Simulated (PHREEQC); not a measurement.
Consider water at 20 °C with 2.1 mol KCl and 0.18 mol SrCl2 per kg of water. Closed to the air; pH follows from the charge balance.

Model: Pitzer model, pitzer.dat, run in PHREEQC.

The ionic strength comes out as 2.64 mol/kgw. The activity of water is 0.923. The density is 1.109 g/cm³ and the osmotic coefficient is 0.932.

```json
[
 {"species": "Cl-", "molality": "2.46", "activity": "1.39", "log γ": "-0.248"},
 {"species": "K+", "molality": "2.10", "activity": "1.23", "log γ": "-0.234"},
 {"species": "Sr+2", "molality": "0.180", "activity": "0.0418", "log γ": "-0.634"},
 {"species": "OH-", "molality": "9.88e-8", "activity": "5.47e-8", "log γ": "-0.257"},
 {"species": "H+", "molality": "9.88e-8", "activity": "1.15e-7", "log γ": "0.068"}
]
```

This is a speciation only: nothing precipitates in the calculation. Complexes and solids missing from the database can't appear.
